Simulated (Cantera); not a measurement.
Adiabatic ignition

An adiabatic, constant-volume homogeneous reactor starts with 11.9 % CH4, 14.0 % O2, 52.6 % N2, 21.4 % CO2, equivalence ratio 1.7, at 1725 K and 3750 Torr.

Computed with Cantera and GRI-Mech 3.0 (53 species, 325 reactions).

```csv
t (s),T (K),P (bar),x CH4,x O2,x CO2,x H2O2,x HCN,x OH,x HO2
1.00e-6,1725,5.00,0.119,0.140,0.214,7.41e-8,<1e-12,2.47e-7,3.29e-6
2.90e-6,1725,5.00,0.119,0.140,0.214,2.10e-7,<1e-12,4.79e-7,7.81e-6
8.42e-6,1724,5.00,0.119,0.140,0.214,3.73e-7,<1e-12,1.26e-6,1.30e-5
2.44e-5,1728,5.01,0.117,0.139,0.214,8.73e-7,3.64e-12,4.24e-6,2.78e-5
7.09e-5,2023,6.10,0.0517,0.0892,0.205,8.34e-6,8.89e-8,0.000304,0.000187
0.000206,2753,8.83,1.75e-12,0.00159,0.147,2.49e-7,1.63e-8,0.00685,1.55e-6
0.000597,2748,8.81,1.82e-12,0.00151,0.146,2.40e-7,3.50e-8,0.00667,1.47e-6
0.00173,2743,8.80,1.88e-12,0.00144,0.146,2.33e-7,4.97e-8,0.00653,1.41e-6
0.00503,2743,8.80,1.88e-12,0.00144,0.146,2.32e-7,5.08e-8,0.00652,1.41e-6
0.0146,2743,8.80,1.88e-12,0.00144,0.146,2.32e-7,5.08e-8,0.00652,1.41e-6
0.0423,2743,8.80,1.88e-12,0.00144,0.146,2.32e-7,5.08e-8,0.00652,1.41e-6
0.123,2743,8.80,1.88e-12,0.00144,0.146,2.32e-7,5.08e-8,0.00652,1.41e-6
0.356,2743,8.80,1.88e-12,0.00144,0.146,2.32e-7,5.08e-8,0.00652,1.41e-6
1.03,2743,8.80,1.88e-12,0.00144,0.146,2.32e-7,5.08e-8,0.00652,1.41e-6
3.00,2743,8.80,1.88e-12,0.00144,0.146,2.32e-7,5.08e-8,0.00652,1.41e-6
```
x: mole fraction; the columns are a selection and need not sum to one.

```
Property                                                               Value
---------------------------------  -----------------------------------------
time of steepest temperature rise                                    74.0 µs
temperature at 3.00 s                                                 2743 K
equilibrium temperature                                               2743 K
x(CH4) at 3.00 s                   1.88e-12 (gas-phase equilibrium 2.19e-12)
x(O2) at 3.00 s                      0.00144 (gas-phase equilibrium 0.00144)
x(CO2) at 3.00 s                         0.146 (gas-phase equilibrium 0.146)
```
